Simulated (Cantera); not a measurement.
Input: 1 mol SiC, 0.0075 mol H2O, 1.3 mol H2, held at 0.0133 bar.

Equilibrium computed with Cantera from the NASA thermochemical tables; the gas is ideal and each condensed phase is pure. Candidate condensed phases: C, C6H6, C7H8, C8H18, H2O, Si, SiC, SiO2; 123 gas species. Mutual solubility and eutectic melting of coexisting phases are not modelled. The tables hold silica as quartz up to 1696 K and as liquid above; real silica turns to tridymite and cristobalite and melts near 1996 K. Rates play no part.

log p: log10 of the partial pressure in bar; n: condensed amount in mol.

```tsv
T (K)	log p H2	log p H	log p CO	log p SiO	log p CH4	n SiC(s)	n SiO2(β-quartz)
1200	-1.88	-7.64	-4.61	___	-5.79	0.997	0.00255
1300	-1.88	-6.89	-4.59	___	-6.75	0.997	0.00243
1400	-1.88	-6.25	-4.47	___	-7.51	0.997	0.000852
1500	-1.88	-5.69	-4.42	-4.42	-7.70	0.996	0
1600	-1.88	-5.20	-4.42	-4.42	-7.81	0.996	0
1700	-1.88	-4.77	-4.42	-4.42	-7.91	0.996	0
1800	-1.88	-4.39	-4.41	-4.43	-7.99	0.996	0
```

Task: Complete the blanks.

Result: 
- 1200, log p SiO: -7.54
- 1300, log p SiO: -5.94
- 1400, log p SiO: -4.60
